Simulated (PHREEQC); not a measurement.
## Copper plating or etch bath (model solution)

Consider water at 14 °C with 0.0012 mol/kgw CuCl2, 0.00083 mol/kgw HNO3 and 0.073 mol/kgw H3BO3. Closed to the air; pH follows from the charge balance.

All values are PHREEQC results (ion-association model, wateq4f.dat), not measurements.

| Quantity | Result |
|---|---|
| pH | 3.11 |
| ionic strength | 0.00442 mol/kgw |
| total alkalinity | -0.830 meq/kg |

| species | molality | activity | log γ |
|---|---|---|---|
| H3BO3 | 0.0730 | 0.0731 | 0.000 |
| Cl- | 0.00240 | 0.00223 | -0.031 |
| Cu+2 | 0.00120 | 0.000912 | -0.118 |
| H+ | 0.000830 | 0.000779 | -0.028 |
| NO3- | 0.000830 | 0.000772 | -0.031 |
| CuCl+ | 3.36e-6 | 3.13e-6 | -0.031 |
| H2BO3- | 4.72e-8 | 4.38e-8 | -0.032 |
| CuOH+ | 1.26e-8 | 1.17e-8 | -0.031 |

No solid was allowed to form. Constants without temperature data keep their 25 °C values here.
